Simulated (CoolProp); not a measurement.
Vapour-liquid equilibrium of benzene (1) + ethylbenzene (2) at 1170 kPa; x and y are mole fractions of (1).

Computed with CoolProp (multi-fluid Helmholtz-energy mixture model, Thol 2012 and Zhou 2012; pair parameters Bell 2016).

```
x     bubble temperature, mixture model (K)  bubble temperature, Raoult's law (K)  y, mixture model  y, Raoult's law
----  -------------------------------------  ------------------------------------  ----------------  ---------------
0.05                                  527.6                                 525.9             0.094            0.132
0.15                                  519.2                                 515.2             0.265            0.344
0.25                                  511.1                                 505.9             0.415            0.503
0.35                                  503.1                                 497.6             0.545            0.625
0.45                                  495.5                                 490.3             0.656            0.721
0.55                                  488.2                                 483.7             0.749            0.798
0.65                                  481.4                                 477.7             0.826            0.859
0.75                                  474.9                                 472.3             0.890            0.909
0.85                                  468.9                                 467.4             0.941            0.951
0.95                                  463.3                                 462.8             0.983            0.985
```

The largest gap from Raoult's law is +5.5 K in bubble temperature, at x = 0.35. No azeotrope shows between x = 0.05 and 0.95.

The pair parameters rest on a limited set of measurements; away from them the model extrapolates.
